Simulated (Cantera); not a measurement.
A freely propagating, adiabatic, planar premixed flame of 19.9 % H2, 16.8 % O2, 63.3 % N2, equivalence ratio 0.59, unburnt at 675 K and 4.20 bar; mixture-averaged transport, grid criteria slope 0.08 and curve 0.16, no radiation.

Model: the H2/O2 subset of GRI-Mech 3.0, which has no nitrogen chemistry, integrated in Cantera. The hydrogen kinetics of GRI-Mech 3.0 are dated; newer H2 mechanisms differ, most at raised pressure. Burning velocities carry a grid error of a few per cent, more on coarse grids. Lean hydrogen flames are cellular in practice and burn faster than this planar one.

### Question
Predict: laminar burning velocity; thermal thickness; peak x(OH); peak x(H); peak x(HO2); peak x(H2O2).

### Answer
```json
{
 "laminar_burning_velocity": "407 cm/s",
 "thermal_thickness": "0.0748 mm",
 "peak x(OH)": "0.0111",
 "peak x(H)": "0.00960",
 "peak x(HO2)": "0.000681",
 "peak x(H2O2)": "6.98e-5"
}
```
